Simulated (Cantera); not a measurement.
Input: 1 mol MgO, 7.4 mol HCl, 14 mol N2, at 1.00 bar.

Method: chemical equilibrium by Gibbs-energy minimisation in Cantera with the NASA 1993 tables (ideal gas, pure condensed phases). Candidate condensed phases: H2O, Mg, MgCl2, MgO, Mg(OH)2, NH4Cl; 38 gas species. The numbers say what is thermodynamically allowed, not how fast it happens.

x: gas mole fraction; n: condensed amount in mol.

```csv
T (K),x N2,x HCl,x MgCl2,x H2O,x Cl,n MgO(s)
1173,0.654,0.335,0.00520,0.00520,9.78e-6,0.889
1223,0.654,0.332,0.00693,0.00693,1.92e-5,0.852
1273,0.654,0.328,0.00901,0.00901,3.55e-5,0.807
1323,0.654,0.323,0.0114,0.0114,6.21e-5,0.756
1373,0.654,0.317,0.0142,0.0142,0.000103,(withheld)
1423,0.654,0.311,0.0172,0.0172,0.000164,(withheld)
1473,0.654,0.304,0.0206,0.0206,0.000252,(withheld)
1523,0.654,0.297,0.0242,0.0242,0.000373,(withheld)
1573,0.654,0.289,0.0281,0.0281,0.000536,(withheld)
1623,0.654,0.281,0.0321,0.0321,0.000750,(withheld)
1673,0.654,0.272,0.0362,0.0362,0.00102,(withheld)
1723,0.654,0.263,0.0404,0.0403,0.00137,(withheld)
1773,0.654,0.254,0.0446,0.0445,0.00179,(withheld)
```

**Question.** What belongs in the gaps?

**Answer.** 
- 1373, n MgO(s): 0.697
- 1423, n MgO(s): 0.631
- 1473, n MgO(s): 0.559
- 1523, n MgO(s): 0.482
- 1573, n MgO(s): 0.399
- 1623, n MgO(s): 0.314
- 1673, n MgO(s): 0.225
- 1723, n MgO(s): 0.135
- 1773, n MgO(s): 0.0448
